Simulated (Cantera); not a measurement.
A closed system holds: 1 mol FeS, 0.074 mol H2S, 0.06 mol O2, held at 1348.15 K and 370000 Pa.

Equilibrium computed with Cantera from the NASA thermochemical tables; the gas is ideal and each condensed phase is pure. Candidate condensed phases: Fe, FeO, Fe(OH)2, Fe(OH)3, FeS, FeSO4, FeS2, Fe2O3, Fe2(SO4)3, Fe3O4, H2O, H2SO4, S; 22 gas species. FeS: taken at fixed stoichiometry. Kinetics and transport are ignored.

Base state: H2O 0.528, SO2 0.230, S2 0.147, H2S 0.0739, H2 0.0122, S2O 0.00816, SO 0.000615, SH 0.000350 (mole fractions); condensed: FeS(s).

Problem. What changes in the equilibrium state with this change: temperature from 1348.15 K to 1450 K?

Solution. 
```tsv
species	before	after
H2O	0.528	0.527
SO2	0.230	0.228
S2	0.147	0.150
H2S	0.0739	0.0658
H2	0.0122	0.0189
SO	0.000615	0.00132
SH	0.000350	0.000703
S2O	0.00816	0.00807
FeS(s), mol	1.00	1.00
```

Problem. What changes in the equilibrium state with this change: H2S from 0.074 to 0.093 mol?

Solution. 
```csv
species,before,after
H2O,0.528,0.527
S2,0.147,0.187
SO2,0.230,0.153
H2S,0.0739,0.108
H2,0.0122,0.0158
SH,0.000350,0.000451
SO,0.000615,0.000532
"FeS(s), mol",1.00,1.00
```
